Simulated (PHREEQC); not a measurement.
0.19 g of hydrous ferric oxide (600 m²/g; 0.2 weak and 0.005 strong sites per Fe, Dzombak-Morel constants, diffuse double layer) in 1 kg of water with 0.001 mol/kgw of an inert sodium salt and 0.0025 mmol/kgw H3BO3, at 25 °C; the pH is set by adding NaOH or the inert anion's acid. O2 is buffered at 0.21 atm. The system is closed to CO2. Precipitation was switched off in this run.

The numbers come from PHREEQC with the ion-association model, wateq4f.dat.

Predict surface charge σ (C/m²), surface potential ψ (mV) at pH = 5, 6.5, 7.5, 8.


| pH | surface charge σ (C/m²) | surface potential ψ (mV) |
|---|---|---|
| 5 | 0.051 | 169 |
| 6.5 | 0.011 | 92 |
| 7.5 | 0.003 | 35 |
| 8 | 0.000 | 6 |
